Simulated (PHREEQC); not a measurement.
Dissolve 0.0046 mol H2SO4, 0.092 mol Al(NO3)3 and 0.00065 mol CO2 per kg of water at 25 °C. Closed to the air; pH follows from the charge balance.

Computed with PHREEQC (ion-association model, phreeqc.dat).

Each row changes one thing in this solution. This is a speciation only: nothing precipitates in the calculation.

```json
[
 {"case": "as made", "pH": "2.16", "ionic strength (mol/kgw)": "0.542", "Al+3 (mol/kgw)": "0.0880", "AlOH+2 (mol/kgw)": "4.82e-5", "Al(OH)2+ (mol/kgw)": "1.75e-8", "SI of Gibbsite (Al(OH)3)": "-3.77"},
 {"case": "CO2 left out", "pH": "2.16", "ionic strength (mol/kgw)": "0.542", "Al+3 (mol/kgw)": "0.0880", "AlOH+2 (mol/kgw)": "4.82e-5", "Al(OH)2+ (mol/kgw)": "1.75e-8", "SI of Gibbsite (Al(OH)3)": "-3.77"},
 {"case": "CO2 replaced by KHCO3 at the same molality", "pH": "2.19", "ionic strength (mol/kgw)": "0.542", "Al+3 (mol/kgw)": "0.0880", "AlOH+2 (mol/kgw)": "5.19e-5", "Al(OH)2+ (mol/kgw)": "2.02e-8", "SI of Gibbsite (Al(OH)3)": "-3.67"},
 {"case": "H2SO4 from 0.0046 to 0.0092 mol/kgw", "pH": "1.86", "ionic strength (mol/kgw)": "0.533", "Al+3 (mol/kgw)": "0.0843", "AlOH+2 (mol/kgw)": "2.35e-5", "Al(OH)2+ (mol/kgw)": "4.34e-9", "SI of Gibbsite (Al(OH)3)": "-4.67"},
 {"case": "0.1 mol/kgw KCl added", "pH": "2.16", "ionic strength (mol/kgw)": "0.642", "Al+3 (mol/kgw)": "0.0881", "AlOH+2 (mol/kgw)": "4.80e-5", "Al(OH)2+ (mol/kgw)": "1.68e-8", "SI of Gibbsite (Al(OH)3)": "-3.79"},
 {"case": "diluted 2-fold with water", "pH": "2.44", "ionic strength (mol/kgw)": "0.271", "Al+3 (mol/kgw)": "0.0440", "AlOH+2 (mol/kgw)": "4.92e-5", "Al(OH)2+ (mol/kgw)": "4.09e-8", "SI of Gibbsite (Al(OH)3)": "-3.09"},
 {"case": "diluted 5-fold with water", "pH": "2.81", "ionic strength (mol/kgw)": "0.109", "Al+3 (mol/kgw)": "0.0176", "AlOH+2 (mol/kgw)": "5.14e-5", "Al(OH)2+ (mol/kgw)": "1.25e-7", "SI of Gibbsite (Al(OH)3)": "-2.20"},
 {"case": "H2SO4 left out", "pH": "3.29", "ionic strength (mol/kgw)": "0.551", "Al+3 (mol/kgw)": "0.0913", "AlOH+2 (mol/kgw)": "0.000673", "Al(OH)2+ (mol/kgw)": "3.27e-6", "SI of Gibbsite (Al(OH)3)": "-0.37"}
]
```

Species that the database lacks are ignored.
